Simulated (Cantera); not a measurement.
A perfectly stirred reactor is fed with NH₃ : N₂ = 1 : 0.11 (molar parts), at 0.0266 atm; it is held at 1325 K, and followed from long to short residence time.

Cantera simulation using the gas-phase N/H chemistry of the illustrative SiF4/NH3 mechanism in the Surface Chemkin manual (1991); the numbers are that mechanism's predictions, not measurements. Walls and surfaces, which speed up NH3 decomposition in real reactors, are not modelled.

**Question.** What does this change do: temperature 1325 to 1975 K?

**Answer.** 
```tsv
quantity	before	after
x(NH₃) at τ = 2.90 s	0.901	0.185
x(N) at τ = 2.90 s	<1e-12	1.04e-6
x(NH₂) at τ = 2.90 s	9.67e-6	0.000437
x(NH) at τ = 2.90 s	6.56e-9	1.19e-5
x(H) at τ = 2.90 s	1.01e-9	0.000463
x(NH₃) at τ = 61.0 ms	0.901	0.830
x(N) at τ = 61.0 ms	<1e-12	2.84e-7
x(NH₂) at τ = 61.0 ms	4.29e-7	0.00131
x(NH) at τ = 61.0 ms	1.72e-11	1.30e-5
x(H) at τ = 61.0 ms	4.17e-11	3.13e-5
```
